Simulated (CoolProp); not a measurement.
The fluid at 476.54 K and 0.83 MPa (liquid) is heated at constant pressure to 498 K. The same conditions are run with several fluids, on thermodynamics alone (safety and materials aside).

The numbers come from the reference Helmholtz-energy equation of state of each fluid (octamethyltrisiloxane (MDM): Thol 2017; n-octane: Beckmüller 2019; n-undecane: Aleksandrov 2011; dodecamethylpentasiloxane (MD3M): Thol 2019; n-nonane: Lemmon 2006) in CoolProp.

| fluid | heat (kJ/kg) | final phase | final density (kg/m³) |
|---|---|---|---|
| octamethyltrisiloxane (MDM) | 49.3 | liquid | 573 |
| n-octane | 283 | gas | ___ |
| n-undecane | ___ | liquid | 574 |
| dodecamethylpentasiloxane (MD3M) | 45.4 | liquid | ___ |
| n-nonane | 65.2 | liquid | ___ |

Fill in the missing entries.


- n-octane, final density (kg/m³): 30.1
- n-undecane, heat (kJ/kg): 63.4
- dodecamethylpentasiloxane (MD3M), final density (kg/m³): 666
- n-nonane, final density (kg/m³): 533
